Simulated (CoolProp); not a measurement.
50 sccm (0 °C, 1 atm) of nitrogen bubbles through liquid toluene at 300.4 K and leaves saturated at a total pressure of 0.087 MPa (ideal gas phase). Each further row changes one setting.

Values from CoolProp's reference Helmholtz-energy equation of state, Lemmon 2006. It is a short technical equation, of lower accuracy than the large ones.

```json
[
 {"case": "as stated", "vapour pressure (kPa)": "4.26", "mole fraction of vapour": "0.0490", "delivery (mg/min)": "10.6", "delivery (sccm)": "2.58", "change of delivery for a bath 1 K warmer (%)": "5.5"},
 {"case": "bath temperature 305.4 K", "vapour pressure (kPa)": "5.47", "mole fraction of vapour": "0.0628", "delivery (mg/min)": "13.8", "delivery (sccm)": "3.35", "change of delivery for a bath 1 K warmer (%)": "5.3"},
 {"case": "total pressure 0.174 MPa", "vapour pressure (kPa)": "4.26", "mole fraction of vapour": "0.0245", "delivery (mg/min)": "5.16", "delivery (sccm)": "1.26", "change of delivery for a bath 1 K warmer (%)": "5.3"}
]
```
